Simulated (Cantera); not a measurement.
Cantera run:

```python
import numpy as np
import cantera as ct

gas_names = """
    H HO2 H2 H2O H2O2 O OH O2 O3 Si SiH SiH2 SiH3 SiH4 SiO SiO2 Si2 Si3
""".split()
cond_names = """
    H2O(s) H2O(L) Si(cr) Si(L) SiO2(Lqz) SiO2(hqz) SiO2(L)
""".split()


# ... load() reads the species with a 1 bar reference pressure and builds the phases ...
atoms = {
    'SiH4': {'Si': 1, 'H': 4},
    'O2': {'O': 2},
}
top_T = {}  # K; cautious upper limits of use, not melting points


# ... equilibrate(T, P, feed) seeds the gas with the atoms and calls Mixture.equilibrate('TP', solver="vcs", rtol=1e-11, max_steps=5000) ...
results = []
feed = {'SiH4': 1, 'O2': 2.7}  # mol
T = 723.15  # K
P = 133.322  # Pa
mix = equilibrate(T, P, feed)
results.append((T, P, feed, dict(zip(mix.species_names, mix.species_moles))))
print(gas.report(threshold=0.0001))
for i in range(1, mix.n_phases):
    print(f"{mix.phase(i).name:16s} {mix.phase_moles(i):12.5e} mol")
```

It prints:

```
       temperature   723.15 K
          pressure   133.32 Pa
           density   0.00047984 kg/m^3
  mean mol. weight   21.64 kg/kmol
   phase of matter   gas

                          1 kg             1 kmol
                     ---------------   ---------------
          enthalpy       -7.6031e+06       -1.6453e+08  J
   internal energy       -7.8809e+06       -1.7054e+08  J
           entropy             13079        2.8302e+05  J/K
    Gibbs function       -1.7061e+07        -3.692e+08  J
 heat capacity c_p            1691.1             36595  J/K
 heat capacity c_v            1306.8             28280  J/K

                      mass frac. Y      mole frac. X     chem. pot. / RT
                     ---------------   ---------------   ---------------
               H2O           0.61665           0.74074           -71.089
                O2           0.38335           0.25926           -33.733
     [  +16 minor]        7.7505e-10        9.8474e-10

Si(cr)            0.00000e+00 mol
SiO2(Lqz)         1.00000e+00 mol
```

Equilibrium computed with Cantera from the NASA thermochemical tables; the gas is ideal and each condensed phase is pure.
